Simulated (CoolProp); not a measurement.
Model: reference Helmholtz-energy equation of state, Lemmon 2006, in CoolProp. It is a short technical equation, of lower accuracy than the large ones.

Problem. For carbonyl sulfide, give the phase and the density (kg/m³), cp (kJ/(kg K)), cv (kJ/(kg K)), isothermal compressibility (1/MPa) at 177.3 K and 24500 kPa; 228.8 K and 24500 kPa; 314.5 K and 24500 kPa.

Solution. 
- 177.3 K and 24500 kPa: liquid; density 1290, cp 1.15, cv 0.748, isothermal compressibility 0.000668
- 228.8 K and 24500 kPa: liquid; density 1200, cp 1.15, cv 0.714, isothermal compressibility 0.00106
- 314.5 K and 24500 kPa: liquid; density 1030, cp 1.24, cv 0.714, isothermal compressibility 0.00264
